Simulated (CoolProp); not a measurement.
Saturation properties of sulfur dioxide.

The numbers come from the reference Helmholtz-energy equation of state, Gao 2016 in CoolProp.

```json
[
 {"T (°C)": "66.25", "p (MPa)": "1.293", "liquid density (kg/m³)": "1241", "enthalpy of vaporisation (kJ/kg)": "308.7", "liquid cp (kJ/(kg K))": "1.493", "vapour Z": "0.8474", "surface tension (mN/m)": "13.8"},
 {"T (°C)": "73.35", "p (MPa)": "1.539", "liquid density (kg/m³)": "1216", "enthalpy of vaporisation (kJ/kg)": "299.0", "liquid cp (kJ/(kg K))": "1.523", "vapour Z": "0.8284", "surface tension (mN/m)": "12.4"},
 {"T (°C)": "80.45", "p (MPa)": "1.818", "liquid density (kg/m³)": "1191", "enthalpy of vaporisation (kJ/kg)": "288.8", "liquid cp (kJ/(kg K))": "1.558", "vapour Z": "0.8079", "surface tension (mN/m)": "11.1"},
 {"T (°C)": "87.55", "p (MPa)": "2.133", "liquid density (kg/m³)": "1164", "enthalpy of vaporisation (kJ/kg)": "277.9", "liquid cp (kJ/(kg K))": "1.601", "vapour Z": "0.7858", "surface tension (mN/m)": "9.78"},
 {"T (°C)": "94.65", "p (MPa)": "2.487", "liquid density (kg/m³)": "1136", "enthalpy of vaporisation (kJ/kg)": "266.3", "liquid cp (kJ/(kg K))": "1.653", "vapour Z": "0.7618", "surface tension (mN/m)": "8.48"},
 {"T (°C)": "101.75", "p (MPa)": "2.882", "liquid density (kg/m³)": "1106", "enthalpy of vaporisation (kJ/kg)": "253.7", "liquid cp (kJ/(kg K))": "1.718", "vapour Z": "0.7357", "surface tension (mN/m)": "7.19"},
 {"T (°C)": "108.75", "p (MPa)": "3.315", "liquid density (kg/m³)": "1074", "enthalpy of vaporisation (kJ/kg)": "240.3", "liquid cp (kJ/(kg K))": "1.802", "vapour Z": "0.7077", "surface tension (mN/m)": "5.93"},
 {"T (°C)": "115.85", "p (MPa)": "3.803", "liquid density (kg/m³)": "1038", "enthalpy of vaporisation (kJ/kg)": "225.3", "liquid cp (kJ/(kg K))": "1.914", "vapour Z": "0.6765", "surface tension (mN/m)": "4.67"},
 {"T (°C)": "122.95", "p (MPa)": "4.343", "liquid density (kg/m³)": "999.6", "enthalpy of vaporisation (kJ/kg)": "208.7", "liquid cp (kJ/(kg K))": "2.072", "vapour Z": "0.6420", "surface tension (mN/m)": "3.44"},
 {"T (°C)": "130.05", "p (MPa)": "4.938", "liquid density (kg/m³)": "955.8", "enthalpy of vaporisation (kJ/kg)": "189.8", "liquid cp (kJ/(kg K))": "2.311", "vapour Z": "0.6032", "surface tension (mN/m)": "2.24"}
]
```

It boils at -10.0 °C under 1 atm.

Surface tension comes from a separate correlation (Mulero 2012).
